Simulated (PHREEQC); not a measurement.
Geothermal or formation water: an equilibrium model

Model water analysis in mg/kgw, 40 °C, pH 7.73, pe 10.1: Na 1760; K 43.8; Ca 185; Mg 40.4; Cl 2850; S(6) as SO4 179; Alkalinity as HCO3 15.1; B 2.52.

Cl is adjusted to close the charge balance.
Valence states are taken as typed.

Model: ion-association model, wateq4f.dat, run in PHREEQC.

```
Item                     Value
--------------  --------------
ionic strength  0.0968 mol/kgw
```

```json
[
 {"species": "Cl-", "molality": "0.0863", "activity": "0.0657", "log γ": "-0.118"},
 {"species": "Na+", "molality": "0.0763", "activity": "0.0595", "log γ": "-0.108"},
 {"species": "Ca+2", "molality": "0.00442", "activity": "0.00170", "log γ": "-0.415"},
 {"species": "Mg+2", "molality": "0.00156", "activity": "0.000624", "log γ": "-0.397"},
 {"species": "SO4-2", "molality": "0.00136", "activity": "0.000500", "log γ": "-0.434"},
 {"species": "K+", "molality": "0.00112", "activity": "0.000849", "log γ": "-0.118"},
 {"species": "H3BO3", "molality": "0.000221", "activity": "0.000226", "log γ": "0.010"},
 {"species": "HCO3-", "molality": "0.000209", "activity": "0.000164", "log γ": "-0.105"},
 {"species": "NaSO4-", "molality": "0.000208", "activity": "0.000163", "log γ": "-0.105"},
 {"species": "CaSO4", "molality": "0.000189", "activity": "0.000194", "log γ": "0.010"},
 {"species": "MgSO4", "molality": "0.000103", "activity": "0.000106", "log γ": "0.010"},
 {"species": "H2BO3-", "molality": "1.22e-5", "activity": "9.06e-6", "log γ": "-0.130"},
 {"species": "CO2", "molality": "5.96e-6", "activity": "6.09e-6", "log γ": "0.010"}
]
```

No solid was allowed to form. Away from 25 °C the constants follow the database's enthalpies or fits; those with neither stay at their 25 °C values.
